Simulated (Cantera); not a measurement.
A Cantera script and what it prints.

```python
import numpy as np
import cantera as ct

gas_names = """
    AL ALCL ALCL2 ALCL3 ALN AL2 AL2CL6 CL CL2 N N2
""".split()
cond_names = """
    AL(cr) AL(L) ALCL3(s) ALCL3(L) ALN(s)
""".split()


# ... load() reads the species with a 1 bar reference pressure and builds the phases ...
atoms = {
    'AlN': {'AL': 1, 'N': 1},
    'Cl2': {'CL': 2},
}
top_T = {'ALN(s)': 2750}  # K; cautious upper limits of use, not melting points


# ... equilibrate(T, P, feed) seeds the gas with the atoms and calls Mixture.equilibrate('TP', solver="vcs", rtol=1e-11, max_steps=5000) ...
results = []
feed = {'AlN': 1, 'Cl2': 17}  # mol
T = 775  # K
for P in [1, 4.2, 18, 75, 320, 1300, 5600, 24000, 100000]:
    mix = equilibrate(T, P, feed)
    results.append((T, P, feed, dict(zip(mix.species_names, mix.species_moles))))

top = {s: max(r[3][s] / sum(r[3][g] for g in gas_names) for r in results) for s in gas_names}
cols = sorted((s for s in top if top[s] > 0.0001), key=lambda s: -top[s])[:5]
seen = [c for c in cond_names if any(r[3].get(c, 0) > 1e-12 for r in results)]
print("log10 of partial pressures in bar; condensed amounts in mol")
print(f"{'P/Pa':>10s}" + "".join(f"{s[:9]:>10s}" for s in cols + seen))
for T, P, feed, n in results:
    ng = sum(n[g] for g in gas_names)
    print(f"{P:10.4g}" + "".join(f"{np.log10(max(n[s] / ng * P / 1e5, 1e-99)):10.3f}" for s in cols)
          + "".join(f"{n.get(c, 0):10.4g}" for c in seen))
```

Output:

```
log10 of partial pressures in bar; condensed amounts in mol
      P/Pa       CL2     ALCL3        N2    AL2CL6        CL
         1    -5.041    -6.231    -6.532   -11.688    -7.810
       4.2    -4.417    -5.607    -5.908   -10.441    -7.498
        18    -3.785    -4.975    -5.276    -9.177    -7.182
        75    -3.165    -4.356    -4.656    -7.938    -6.872
       320    -2.535    -3.726    -4.026    -6.679    -6.557
      1300    -1.926    -3.120    -3.417    -5.467    -6.252
      5600    -1.291    -2.498    -2.783    -4.222    -5.935
   2.4e+04    -0.658    -1.908    -2.150    -3.043    -5.618
     1e+05    -0.036    -1.396    -1.527    -2.018    -5.307
```

These are equilibrium values from Cantera (NASA tables, ideal gas, pure condensed phases), not measurements of a reactor.
